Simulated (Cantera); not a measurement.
Charge: 1 mol SiH2Cl2, 0.07 mol HCl, 47 mol H2, held at 135 Torr.

These are equilibrium values from Cantera (NASA tables, ideal gas, pure condensed phases), not measurements of a reactor. Candidate condensed phases: Si; 19 gas species. The tables' values for SiCl3 are old estimates; treat these amounts as uncertain. The numbers say what is thermodynamically allowed, not how fast it happens.

x: gas mole fraction; n: condensed amount in mol.

| T (°C) | x H2 | x HCl | x SiCl4 | x SiHCl3 | x SiCl2 | x SiCl3 | n Si(s) |
|---|---|---|---|---|---|---|---|
| 602 | 0.986 | 0.00272 | 0.00613 | 0.00486 | 9.58e-6 | 3.19e-5 | 0.447 |
| 652 | 0.985 | 0.00455 | 0.00584 | 0.00459 | 3.03e-5 | 6.68e-5 | 0.472 |
| 702 | 0.983 | 0.00713 | 0.00538 | 0.00424 | 8.36e-5 | 0.000126 | 0.505 |
| 752 | 0.980 | 0.0105 | 0.00474 | 0.00378 | 0.000203 | 0.000214 | [?] |
| 802 | 0.977 | 0.0147 | 0.00391 | 0.00322 | 0.000434 | 0.000327 | [?] |
| 852 | 0.974 | 0.0194 | 0.00295 | 0.00256 | 0.000822 | 0.000444 | [?] |
| 902 | 0.970 | 0.0241 | 0.00197 | 0.00187 | 0.00137 | 0.000525 | 0.709 |
| 952 | 0.967 | 0.0281 | 0.00114 | 0.00122 | 0.00200 | 0.000536 | 0.752 |
| 1002 | 0.965 | 0.0310 | 0.000574 | 0.000722 | 0.00258 | 0.000477 | 0.781 |
| 1052 | 0.963 | 0.0326 | 0.000263 | 0.000397 | 0.00302 | 0.000382 | 0.796 |
| 1102 | 0.963 | 0.0334 | 0.000116 | 0.000213 | 0.00334 | 0.000291 | 0.802 |

Problem. What belongs in the gaps?

Solution. 
- 752, n Si(s): 0.549
- 802, n Si(s): 0.600
- 852, n Si(s): 0.656
